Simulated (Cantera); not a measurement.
An adiabatic, constant-volume homogeneous reactor starts with 11.7 % CH4, 2.11 % C2H6, 18.1 % O2, 68.1 % N2, equivalence ratio 1.7, at 1600 K and 0.510 bar.

Cantera simulation using GRI-Mech 3.0 (53 species, 325 reactions); the numbers are that mechanism's predictions, not measurements.

Predict: time of steepest temperature rise; temperature at 0.700 s; equilibrium temperature; x(O2) at 0.700 s; x(HCO) at 0.700 s; x(O) at 0.700 s; x(H2) at 0.700 s.


- time of steepest temperature rise: 0.152 ms
- temperature at 0.700 s: 2859 K
- equilibrium temperature: 2859 K
- x(O2) at 0.700 s: 0.00125 (gas-phase equilibrium 0.00125)
- x(HCO) at 0.700 s: 3.36e-7 (gas-phase equilibrium 3.36e-7)
- x(O) at 0.700 s: 0.00235 (gas-phase equilibrium 0.00235)
- x(H2) at 0.700 s: 0.0998 (gas-phase equilibrium 0.0998)
